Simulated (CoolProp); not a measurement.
A single-stage vapour-compression cycle with R115: evaporating at 219.15 K (dew point), condensing at 248.15 K (bubble point), superheat 2 K, subcooling 2 K, compressor efficiency 0.7, no pressure losses. Each further row changes one setting.

Model: reference Helmholtz-energy equation of state, Lemmon 2016, in CoolProp.

```json
[
 {"case": "as stated", "cooling COP": "…", "pressure ratio": "3.69", "discharge temperature (K)": "259.5", "refrigerating effect (kJ/kg)": "107", "volumetric capacity (kJ/m³)": "457"},
 {"case": "evaporating temperature 224.15 K", "cooling COP": "5.96", "pressure ratio": "2.87", "discharge temperature (K)": "257.4", "refrigerating effect (kJ/kg)": "…", "volumetric capacity (kJ/m³)": "…"},
 {"case": "condensing temperature 243.15 K", "cooling COP": "5.85", "pressure ratio": "3.03", "discharge temperature (K)": "253.5", "refrigerating effect (kJ/kg)": "112", "volumetric capacity (kJ/m³)": "477"},
 {"case": "subcooling 7 K", "cooling COP": "4.93", "pressure ratio": "3.69", "discharge temperature (K)": "259.5", "refrigerating effect (kJ/kg)": "112", "volumetric capacity (kJ/m³)": "477"},
 {"case": "superheat 12 K", "cooling COP": "4.75", "pressure ratio": "3.69", "discharge temperature (K)": "…", "refrigerating effect (kJ/kg)": "113", "volumetric capacity (kJ/m³)": "461"},
 {"case": "compressor efficiency 0.6", "cooling COP": "4.04", "pressure ratio": "3.69", "discharge temperature (K)": "264.9", "refrigerating effect (kJ/kg)": "107", "volumetric capacity (kJ/m³)": "457"}
]
```

### Question
Complete the blanks.

### Answer

- as stated, cooling COP: 4.72
- evaporating temperature 224.15 K, refrigerating effect (kJ/kg): 110
- evaporating temperature 224.15 K, volumetric capacity (kJ/m³): 594
- superheat 12 K, discharge temperature (K): 270.1
